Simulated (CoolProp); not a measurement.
Computed with CoolProp (reference Helmholtz-energy equation of state, Bücker 2006).

For ethane, give the phase and the cv (kJ/(kg K)), conductivity (mW/(m K)) at 53.65 °C and 1870 kPa; 161.05 °C and 1870 kPa; 247.05 °C and 1870 kPa.


- 53.65 °C and 1870 kPa: gas; cv 1.64, conductivity 26.5
- 161.05 °C and 1870 kPa: gas; cv 2.06, conductivity 42.6
- 247.05 °C and 1870 kPa: gas; cv 2.40, conductivity 58.2

Thermal conductivity comes from a separate model (Friend 1991).
